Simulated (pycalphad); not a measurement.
CALPHAD calculation (pycalphad, COST 507 light-alloy database (1999)), 1 atm. These are 1990s assessments: newer ones move some temperatures and phases. Phase fractions are per mole of atoms. Kinetics are ignored, which matters at the lower temperatures.

Task: Give the equilibrium state of Ti-0.63Hf-11.93B (at.%) at 1450 K.

Result: 
```
T = 1450.00 K, P = 101325 Pa, N = 1 mol of atoms
G = -92153 J/mol, H = 17369 J/mol, S = 75.53 J/(mol K)  (SER reference)
chemical potentials (J/mol): Ti -78261, Hf -158302, B -190486
phase             fraction      x(Ti)      x(Hf)       x(B)
BCC_A2              0.7640     0.9902     0.0081     0.0017
BM                  0.2360     0.4994   0.000596     0.5000
```

Task: Give the equilibrium state of Ti-0.63Hf-11.93B (at.%) at 950 K.

Result: hcp, fraction 0.763, with 0.81 Hf, 0.10 B at.%; BM, fraction 0.237, with 0.04 Hf, 50.0 B at.%.

Database names, with the compositions (at.%) that they take in these runs: BM: Ti 50 B 50. BCC_A2 is bcc.
